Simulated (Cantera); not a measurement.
A closed system holds: 1 mol BN, 1.8 mol Cl2, 12 mol H2, equilibrated at 1623 K and 750 Torr.

Cantera equilibrium calculation (NASA polynomials, part measured and part estimated; ideal gas, pure solids and liquids). Candidate condensed phases: B, BN, NH4Cl; 21 gas species. The tables' values for BCl2 are old estimates; treat these amounts as uncertain. Gases not in the tables: BHCl2. Equilibrium is a limit: real reactors are often held back by kinetics, nucleation or transport.

Base state: H2 0.740, HCl 0.258, BCl3 0.000770, N2 0.000395, H 5.95e-5, Cl 1.64e-5, BCl2 1.59e-5 (mole fractions); condensed: BN(s).

Question: What changes in the equilibrium state with this change: H2 from 12 to 1.2 mol?

Answer: 
| species | before | after |
|---|---|---|
| HCl | 0.258 | 0.739 |
| BCl3 | 0.000770 | 0.153 |
| N2 | 0.000395 | 0.0768 |
| H2 | 0.740 | 0.0306 |
| BCl2 | 1.59e-5 | 0.000225 |
| Cl | 1.64e-5 | 0.000230 |
| BN(s), mol | 0.989 | 0.539 |
